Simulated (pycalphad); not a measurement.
Source of the numbers: pycalphad with the COST 507 light-alloy database (1999); pressure 1 atm. The database dates from 1999; later assessments differ in places, in temperatures and in the compounds included. Kinetics are ignored, which matters at the lower temperatures.

Task: How does the equilibrium phase assembly of Ti-0.0543B (wt.%) change on cooling from 2850 K to 550 K?

Result: 
```tsv
T (K)	phases above	phases below
1935.8	liquid	bcc + liquid
1814.1	bcc + liquid	bcc + BM
1156.1	bcc + BM	BM + hcp
```
Changes were sought between steps of 100 K, so a narrower field can be missed.

Database names, with the compositions (at.%) that they take in these runs: BM: Ti 50 B 50.
